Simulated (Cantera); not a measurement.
A Cantera script and what it prints.

```python
import numpy as np
import cantera as ct

gas_names = """
    TiCL3 CL2
""".split()
cond_names = """
    TiCL4(L)
""".split()


def load(file, names, dense=False):
    # The tables refer to 1 bar. Condensed volumes are neglected.
    table = {s.name: s for s in ct.Species.list_from_file(file)}
    out = []
    for n in names:
        d = dict(table[n].input_data)
        d["thermo"] = dict(d["thermo"], **{"reference-pressure": 1e5})
        if dense:
            d["equation-of-state"] = {"model": "constant-volume", "density": "1e6 g/cm^3"}
        out.append(ct.Species.from_dict(d))
    return out


species = {s.name: s for s in load("nasa_gas.yaml", gas_names) + load("nasa_condensed.yaml", cond_names)}
# Each term lists the table entries of one substance; the one whose range holds T is used.
reactions = {
    '2 TiCl4 = 2 TiCl3(g) + Cl2(g)':
        [(-2, ['TiCL4(L)']), (2, ['TiCL3']), (1, ['CL2'])],
}


def pick(names, T):
    return next(species[n] for n in names if species[n].thermo.min_temp <= T <= species[n].thermo.max_temp)


results = []
for label, terms in reactions.items():
    print(label)
    print("     T/K   dH/kJ  dS/(J/K)   dG/kJ   log10 K")
    for T in [300, 350, 360, 370, 380, 390, 400, 410, 420, 430, 440, 450]:
        used = [(nu, pick(names, T)) for nu, names in terms]
        dH = sum(nu * s.thermo.h(T) for nu, s in used) / 1e6
        dS = sum(nu * s.thermo.s(T) for nu, s in used) / 1e3
        dG = dH - T * dS / 1e3
        logK = -dG * 1e6 / (ct.gas_constant * T * np.log(10))
        results.append((label, T, dH, dS, dG, logK, [s.name for _, s in used]))
        print(f"{T:8g} {dH:8.1f} {dS:8.1f} {dG:8.1f} {logK:8.2f}")
```

Output:

```
2 TiCl4 = 2 TiCl3(g) + Cl2(g)
     T/K   dH/kJ  dS/(J/K)   dG/kJ   log10 K
     300    529.5    351.3    424.1   -73.84
     350    524.1    334.7    407.0   -60.74
     360    523.1    331.8    403.6   -58.57
     370    522.1    329.0    400.3   -56.52
     380    521.0    326.2    397.1   -54.58
     390    520.0    323.6    393.8   -52.74
     400    519.0    321.1    390.6   -51.00
     410    518.0    318.6    387.4   -49.35
     420    517.0    316.2    384.2   -47.78
     430    516.1    313.9    381.1   -46.29
     440    515.1    311.7    377.9   -44.87
     450    514.1    309.5    374.8   -43.51
```

Cantera with NASA thermochemical tables; ideal gases at 1 bar, condensed phases pure. Condensed species are held in their standard states even where they would react or evaporate.
